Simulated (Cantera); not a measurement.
A closed system holds: 1 mol C, 0.27 mol O2, 3.3 mol H2, equilibrated at 7.70 mbar.

Equilibrium computed with Cantera from the NASA thermochemical tables; the gas is ideal and each condensed phase is pure. Candidate condensed phases: C, C6H6, C7H8, C8H18, H2O; 110 gas species. Kinetics and transport are ignored.

Q: At 1350 K, list the 4 most abundant gas species with their mole fractions, and the condensed phases.

A: H2 0.859, CO 0.141, CH4 3.28e-5, H 2.52e-5. Condensed: C(graphite).
